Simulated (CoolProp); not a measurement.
Model: reference Helmholtz-energy equation of state, Lemmon 2006, in CoolProp. It is a short technical equation, of lower accuracy than the large ones.

Problem. Give the vapour pressure (bar), enthalpy of vaporisation (kJ/kg), liquid cp (kJ/(kg K)), vapour Z of saturated toluene at 113.55, 122.25, 126.65 °C.

Solution. 
```tsv
T (°C)	p (bar)	enthalpy of vaporisation (kJ/kg)	liquid cp (kJ/(kg K))	vapour Z
113.55	1.10	359	2.01	0.957
122.25	1.39	353	2.05	0.949
126.65	1.57	350	2.06	0.945
```
